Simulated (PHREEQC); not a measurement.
Consider water at 25 °C with 0.025 mol NaH2PO4 and 0.003 mol Na2B4O7 per kg of water. Closed to the air; pH follows from the charge balance.

Computed with PHREEQC (ion-association model, phreeqc.dat).

```json
{
  "pH": "6.47",
  "ionic_strength": "0.0366 mol/kgw",
  "specific_conductance": "2370 µS/cm",
  "total_alkalinity": "6.00 meq/kg"
}
```

```
species  molality  activity   log γ
-------  --------  --------  ------
Na+        0.0308    0.0260  -0.075
H2PO4-     0.0190    0.0161  -0.073
H3BO3      0.0120    0.0121   0.004
HPO4-2    0.00580   0.00293  -0.297
NaHPO4-  0.000175  0.000148  -0.073
H2BO3-    2.43e-5   2.04e-5  -0.076
H3PO4     8.01e-7   8.08e-7   0.004
H+        3.94e-7   3.41e-7  -0.062
OH-       3.56e-8   2.96e-8  -0.080
PO4-3     1.95e-8   3.87e-9  -0.702
```

No solid was allowed to form. Complexes and solids missing from the database can't appear.
